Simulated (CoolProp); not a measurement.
Water along the isobar 7.86 MPa: fugacity coefficient from the reference equation and from simpler models built on Tc = 373.9 °C, pc = 22.06 MPa, ω = 0.344; each cubic takes its own stable root.

Model: reference Helmholtz-energy equation of state, Wagner 2002, in CoolProp.

| T (°C) | phase | reference | van der Waals | Soave-Redlich-Kwong |
|---|---|---|---|---|
| 225.55 | liquid | 0.2995 | 0.7493 | 0.3146 |
| 259.65 | liquid | 0.5100 | 0.8320 | 0.5366 |
| 327.95 | gas | 0.8401 | 0.8743 | 0.8464 |
| 362.05 | gas | 0.8722 | 0.8900 | 0.8730 |
| 396.15 | gas | 0.8960 | 0.9033 | 0.8946 |
| 430.35 | gas | 0.9145 | 0.9145 | 0.9123 |
| 464.45 | gas | 0.9289 | 0.9241 | 0.9269 |
| 498.55 | gas | 0.9405 | 0.9323 | 0.9391 |
| 532.75 | gas | 0.9500 | 0.9395 | 0.9493 |
| 566.85 | gas | 0.9577 | 0.9457 | 0.9579 |

At some of these states van der Waals gives the other phase, because its saturation line lies elsewhere.
